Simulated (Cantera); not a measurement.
## Ti(OiPr)₄ + O₂ + H₂ (titanium nitride, carbide and oxide coatings)

Feed: 1 mol Ti(OiPr)₄, 0.82 mol O₂, 1.6 mol H₂, at 100000 Pa.

Equilibrium computed with Cantera from the NASA thermochemical tables; the gas is ideal and each condensed phase is pure. Candidate condensed phases: C, C₆H₆, C₇H₈, C₈H₁₈, H₂O, Ti, TiC, TiO, TiO₂, Ti₂O₃, Ti₃O₅, Ti₄O₇; 113 gas species. The feed counts by its element totals alone. TiC: taken at fixed stoichiometry. Condensed phases not in the tables: Magnéli phases beyond Ti₄O₇. The numbers say what is thermodynamically allowed, not how fast it happens.

From 1125 K to 1225 K the condensed part is C(graphite) + TiO₂(rutile). From 1275 K to 1325 K the condensed part is C(graphite) + Ti₄O₇(s). From 1375 K to 1475 K the condensed part is C(graphite) + Ti₃O₅(s). From 1525 K to 1575 K the condensed part is C(graphite) + TiC(s).

```
T (K)   x H₂   x CO     x CH₄     x H₂O     x CO₂      x H  x C₂H₂ (acetylene)   x C₂H₄  n C(graphite)  n TiO₂(rutile)  n Ti₄O₇(s)  n Ti₃O₅(s)  n TiC(s)
-----  -----  -----  --------  --------  --------  -------  ------------------  -------  -------------  --------------  ----------  ----------  --------
1125   0.789  0.182    0.0180   0.00922   0.00193  3.95e-8             1.81e-8  6.09e-7           8.23            1.00           0           0         0
1175   0.796  0.186    0.0121   0.00512  0.000933  1.09e-7             5.07e-8  7.33e-7           8.25            1.00           0           0         0
1225   0.801  0.188   0.00842   0.00295  0.000471  2.79e-7             1.30e-7  8.64e-7           8.26            1.00           0           0         0
1275   0.793  0.199   0.00583   0.00184  0.000277  6.57e-7             3.05e-7  9.76e-7           8.04               0       0.250           0         0
1325   0.795  0.199   0.00425   0.00114  0.000153  1.46e-6             6.77e-7  1.11e-6           8.05               0       0.250           0         0
1375   0.793  0.203   0.00313  0.000740   9.16e-5  3.05e-6             1.41e-6  1.25e-6           7.98               0           0       0.333         0
1425   0.794  0.203   0.00238  0.000490   5.50e-5  6.08e-6             2.80e-6  1.40e-6           7.99               0           0       0.333         0
1475   0.795  0.203   0.00184  0.000333   3.43e-5  1.16e-5             5.30e-6  1.55e-6           8.00               0           0       0.333         0
1525   0.733  0.266   0.00123  0.000280   3.77e-5  2.03e-5             8.86e-6  1.45e-6           5.34               0           0           0      1.00
1575   0.733  0.266  0.000977  0.000200   2.50e-5  3.56e-5             1.55e-5  1.58e-6           5.34               0           0           0      1.00
```
x: gas mole fraction; n: condensed amount in mol.
